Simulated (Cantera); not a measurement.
An isothermal, constant-pressure homogeneous reactor starts with NO : N2 = 1 : 0.29 (molar parts), at 1750 K and 1330 Pa. Integrator tolerance rtol = 1e-08.

Detailed kinetics in Cantera: GRI-Mech 3.0 (53 species, 325 reactions). Radical loss at walls, strong at low pressure, is not modelled.

### Question
What does this change do: pressure from 1330 Pa to 100000 Pa?

### Answer
```tsv
quantity	before	after
x(NO) at 1.00 s	0.772 (gas-phase equilibrium 0.00418)	0.626 (gas-phase equilibrium 0.00418)
x(NO2) at 1.00 s	3.26e-5 (gas-phase equilibrium 1.82e-6)	0.00106 (gas-phase equilibrium 1.58e-5)
x(O) at 1.00 s	9.29e-5 (gas-phase equilibrium 0.000405)	2.17e-5 (gas-phase equilibrium 4.67e-5)
x(N2) at 1.00 s	0.226 (gas-phase equilibrium 0.610)	0.299 (gas-phase equilibrium 0.610)
x(N2O) at 1.00 s	0.000201 (gas-phase equilibrium 2.46e-8)	0.000156 (gas-phase equilibrium 2.13e-7)
x(O2) at 1.00 s	0.00128 (gas-phase equilibrium 0.385)	0.0737 (gas-phase equilibrium 0.385)
```
